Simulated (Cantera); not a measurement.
What does this Cantera script print?

```python
import numpy as np
import cantera as ct

gas = ct.Solution("gri30.yaml")
gas.TPX = 1073, 101325, {'CH4': 1, 'O2': 1.33, 'N2': 5.01}
reactor = ct.IdealGasConstPressureReactor(gas, energy="on", clone=False)
net = ct.ReactorNet([reactor])
net.rtol, net.atol = 1e-08, 1e-16
show = ['CH4', 'O2', 'H2', 'O', 'HCN', 'NO']
times = np.geomspace(3e-06, 2, 15)

steps = ct.SolutionArray(gas, extra=["t"])
rows = []
print(f"{'t/s':>10s}{'T/K':>9s}{'P/Pa':>11s}" + "".join(f"{s:>11s}" for s in show))
for t in times:
    while net.time < t:
        t_next = net.step()
        steps.append(gas.state, t=t_next)
    rows.append([np.interp(t, steps.t, y) for y in (steps.T, steps.P, *steps(*show).X.T)])
    print(f"{t:10.3e}{rows[-1][0]:9.1f}{rows[-1][1]:11.4g}" + "".join(f"{x:11.3e}" for x in rows[-1][2:]))
rate = np.gradient(steps.T, steps.t)
print("integrator steps:", len(steps.t))
if steps.T.max() > steps.T[0] + 200:
    print(f"time of steepest temperature rise: {steps.t[rate.argmax()]:.4e} s")
gas.TPX = 1073, 101325, {'CH4': 1, 'O2': 1.33, 'N2': 5.01}
gas.equilibrate("HP")
print(f"equilibrium (HP): T = {gas.T:.1f} K  " + "  ".join(f"{s} {gas[s].X[0]:.3e}" for s in show))
```

Result:

```
       t/s      T/K       P/Pa        CH4         O2         H2          O        HCN         NO
 3.000e-06   1073.0  1.013e+05  1.362e-01  1.812e-01  1.787e-13  3.160e-14  7.903e-30  2.297e-26
 7.818e-06   1073.0  1.013e+05  1.362e-01  1.812e-01  6.582e-13  5.953e-14  5.384e-29  1.670e-25
 2.038e-05   1073.0  1.013e+05  1.362e-01  1.812e-01  2.149e-12  1.137e-13  3.660e-28  8.926e-25
 5.310e-05   1073.0  1.013e+05  1.362e-01  1.812e-01  7.573e-12  2.556e-13  2.539e-27  5.041e-24
 1.384e-04   1073.0  1.013e+05  1.362e-01  1.812e-01  3.237e-11  6.365e-13  1.727e-26  3.093e-23
 3.607e-04   1073.0  1.013e+05  1.362e-01  1.812e-01  1.824e-10  1.711e-12  1.222e-25  2.095e-22
 9.399e-04   1073.0  1.013e+05  1.362e-01  1.812e-01  1.351e-09  5.125e-12  9.125e-25  1.539e-21
 2.449e-03   1073.0  1.013e+05  1.362e-01  1.812e-01  1.390e-08  1.890e-11  8.393e-24  1.359e-20
 6.384e-03   1073.0  1.013e+05  1.362e-01  1.812e-01  1.682e-07  7.147e-11  1.203e-22  1.492e-19
 1.664e-02   1073.1  1.013e+05  1.362e-01  1.812e-01  1.051e-06  1.087e-10  1.091e-21  9.953e-19
 4.336e-02   1073.2  1.013e+05  1.362e-01  1.812e-01  4.496e-06  1.443e-10  5.133e-21  4.194e-18
 1.130e-01   1074.1  1.013e+05  1.360e-01  1.810e-01  2.485e-05  2.843e-10  3.559e-20  2.513e-17
 2.945e-01   1083.8  1.013e+05  1.342e-01  1.797e-01  3.800e-04  2.061e-09  3.145e-18  9.233e-16
 7.674e-01   2456.3  1.013e+05  8.805e-13  1.167e-04  7.514e-02  1.256e-04  1.844e-08  4.470e-04
 2.000e+00   2456.3  1.013e+05  8.805e-13  1.167e-04  7.514e-02  1.256e-04  1.844e-08  4.470e-04
integrator steps: 2673
time of steepest temperature rise: 3.9761e-01 s
equilibrium (HP): T = 2456.3 K  CH4 1.005e-12  O2 1.167e-04  H2 7.514e-02  O 1.256e-04  HCN 1.844e-08  NO 4.470e-04
```

Computed with Cantera and GRI-Mech 3.0 (53 species, 325 reactions).
